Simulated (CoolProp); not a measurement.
The numbers come from the reference Helmholtz-energy equation of state, Rui 2013 in CoolProp.

Problem. For R236EA, give the phase and the density (kg/m³), cv (kJ/(kg K)), Joule-Thomson coefficient (K/MPa), viscosity (µPa s) at 20.85 °C and 3.83 MPa.

Solution. 
- 20.85 °C and 3.83 MPa: liquid; density 1450, cv 0.887, Joule-Thomson coefficient -0.219, viscosity 434

Viscosity comes from a separate model (Huber 2003), an estimate that may be off by 10 % or more.
